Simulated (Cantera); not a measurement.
Input (Python, Cantera) and output of one run.

```python
import numpy as np
import cantera as ct

gas_names = """
    H HO2 H2 H2O H2O2 O OH O2 O3 Ti TiO TiO2
""".split()
cond_names = """
    H2O(s) H2O(L) Ti(a) Ti(b) Ti(L) TiO(a) TiO(b) TiO(L) TiO2(ru) TiO2(L) Ti2O3(a) Ti2O3(b) Ti2O3(L)
    Ti3O5(a) Ti3O5(b) Ti3O5(L) Ti4O7(s) Ti4O7(L)
""".split()


# ... load() reads the species with a 1 bar reference pressure and builds the phases ...
atoms = {
    'Ti': {'Ti': 1},
    'H2O': {'H': 2, 'O': 1},
    'H2': {'H': 2},
}
top_T = {}  # K; cautious upper limits of use, not melting points


# ... equilibrate(T, P, feed) seeds the gas with the atoms and calls Mixture.equilibrate('TP', solver="vcs", rtol=1e-11, max_steps=5000) ...
results = []
T = 2023.15  # K
P = 39  # Pa
for m in [3.8, 4.6, 5.5, 6.7, 8.1, 9.8, 12, 14, 18, 21, 26]:
    feed = {'Ti': 1, 'H2O': 0.58, 'H2': m}  # mol
    mix = equilibrate(T, P, feed)
    results.append((T, P, feed, dict(zip(mix.species_names, mix.species_moles))))

top = {s: max(r[3][s] / sum(r[3][g] for g in gas_names) for r in results) for s in gas_names}
cols = sorted((s for s in top if top[s] > 1e-05), key=lambda s: -top[s])[:7]
seen = [c for c in cond_names if any(r[3].get(c, 0) > 1e-12 for r in results)]
print("log10 of partial pressures in bar; condensed amounts in mol")
print(f"{'n(H2)':>10s}" + "".join(f"{s[:9]:>10s}" for s in cols + seen))
for T, P, feed, n in results:
    ng = sum(n[g] for g in gas_names)
    print(f"{feed['H2']:10.4g}" + "".join(f"{np.log10(max(n[s] / ng * P / 1e5, 1e-99)):10.3f}" for s in cols)
          + "".join(f"{n.get(c, 0):10.4g}" for c in seen))
```

Result:

```
log10 of partial pressures in bar; condensed amounts in mol
     n(H2)        H2         H        Ti       TiO     Ti(L)    TiO(L)
       3.8    -3.468    -4.455    -4.872    -5.986    0.2558    0.5673
       4.6    -3.468    -4.455    -4.872    -5.986    0.2258     0.565
       5.5    -3.468    -4.455    -4.872    -5.986     0.192    0.5624
       6.7    -3.468    -4.455    -4.872    -5.986     0.147     0.559
       8.1    -3.468    -4.455    -4.872    -5.986   0.09453    0.5549
       9.8    -3.468    -4.455    -4.872    -5.986   0.03079      0.55
        12    -3.466    -4.454    -4.921    -5.986         0    0.5438
        14    -3.464    -4.453    -4.983    -5.986         0    0.5382
        18    -3.462    -4.452    -5.086    -5.986         0    0.5271
        21    -3.460    -4.451    -5.149    -5.986         0    0.5187
        26    -3.459    -4.450    -5.238    -5.986         0    0.5047
```

These are equilibrium values from Cantera (NASA tables, ideal gas, pure condensed phases), not measurements of a reactor. Each liquid is taken as pure. Mutual solubility and eutectic melting of coexisting phases are not modelled. TiO: taken at fixed stoichiometry. Condensed phases not in the tables: N, O or C dissolved in the metal.
